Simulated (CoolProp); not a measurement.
Carbonyl sulfide along the isobar 7.69 MPa: density (kg/m³) from the reference equation and from simpler models built on Tc = 378.8 K, pc = 6.369 MPa, ω = 0.098; each cubic takes its own stable root.

The numbers come from the reference Helmholtz-energy equation of state, Lemmon 2006 in CoolProp. It is a short technical equation, of lower accuracy than the large ones.

```json
[
 {"T (K)": "265.4", "phase": "liquid", "reference": "1095", "van der Waals": "720.1", "Soave-Redlich-Kwong": "1038"},
 {"T (K)": "291", "phase": "liquid", "reference": "1033", "van der Waals": "683.4", "Soave-Redlich-Kwong": "970.8"},
 {"T (K)": "316.6", "phase": "liquid", "reference": "963.1", "van der Waals": "641.0", "Soave-Redlich-Kwong": "891.8"},
 {"T (K)": "342.2", "phase": "liquid", "reference": "877.9", "van der Waals": "589.4", "Soave-Redlich-Kwong": "793.6"},
 {"T (K)": "367.8", "phase": "liquid", "reference": "758.4", "van der Waals": "519.7", "Soave-Redlich-Kwong": "656.6"},
 {"T (K)": "393.4", "phase": "supercritical", "reference": "367.3", "van der Waals": "380.4", "Soave-Redlich-Kwong": "340.3"},
 {"T (K)": "419", "phase": "supercritical", "reference": "214.1", "van der Waals": "220.6", "Soave-Redlich-Kwong": "209.4"},
 {"T (K)": "444.6", "phase": "supercritical", "reference": "174.4", "van der Waals": "179.8", "Soave-Redlich-Kwong": "171.6"},
 {"T (K)": "470.2", "phase": "supercritical", "reference": "151.8", "van der Waals": "156.8", "Soave-Redlich-Kwong": "149.7"},
 {"T (K)": "495.8", "phase": "supercritical", "reference": "136.2", "van der Waals": "140.8", "Soave-Redlich-Kwong": "134.4"},
 {"T (K)": "521.3", "phase": "supercritical", "reference": "124.6", "van der Waals": "128.7", "Soave-Redlich-Kwong": "122.9"},
 {"T (K)": "546.9", "phase": "supercritical", "reference": "115.2", "van der Waals": "119.1", "Soave-Redlich-Kwong": "113.8"},
 {"T (K)": "572.5", "phase": "supercritical", "reference": "107.6", "van der Waals": "111.1", "Soave-Redlich-Kwong": "106.2"},
 {"T (K)": "598.1", "phase": "supercritical", "reference": "101.1", "van der Waals": "104.3", "Soave-Redlich-Kwong": "99.79"}
]
```
